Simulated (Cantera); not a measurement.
Input: 1 mol SiH₄, 0.19 mol Cl₂, 4.3 mol H₂, equilibrated at 653 Torr.

Method: chemical equilibrium by Gibbs-energy minimisation in Cantera with the NASA 1993 tables (ideal gas, pure condensed phases). Candidate condensed phases: Si; 19 gas species. The numbers say what is thermodynamically allowed, not how fast it happens.

Over these rows the condensed part is Si(s). Partial pressures as log10 of bar:

| T (K) | 1000/T (1/K) | log p SiCl₄ | log p H₂ | log p HCl |
|---|---|---|---|---|
| 1075 | 0.9302 | -2.27 | -0.07 | -2.01 |
| 1150 | 0.8696 | ? | -0.07 | -1.82 |
| 1225 | 0.8163 | -2.51 | -0.08 | -1.66 |
| 1300 | 0.7692 | -2.75 | -0.08 | -1.55 |
| 1375 | 0.7273 | -3.08 | -0.08 | -1.48 |
| 1450 | 0.6897 | -3.49 | -0.08 | -1.45 |

Problem. Fit log p(SiCl₄) = a + b·(1000/T) to the five rows, give the apparent enthalpy, and predict the row at 1150 K.

Solution. Means: 1000/T = 0.7865, log p = -2.820. Sxy = 0.167310, Sxx = 0.0347119, so b = 4.82 and a = -2.820 − (4.82)×0.7865 = -6.61.
Apparent enthalpy: −19.145 × (4.82) = -92 kJ/mol. With the condensed phases at unit activity, Si(s) + 4 HCl(g) = SiCl₄(g) + 2 H₂(g) links this pressure to the main gases: over the six rows their terms move log p by +2.26 in all, so the slope isn't that reaction's ΔH° alone. The five rows lie within 0.20 of the line; that is curvature, so one enthalpy describes this range poorly.
Prediction at 1150 K: -6.61 + (4.82)×0.8696 = -2.42. The computed value is -2.36, 0.06 from the line.
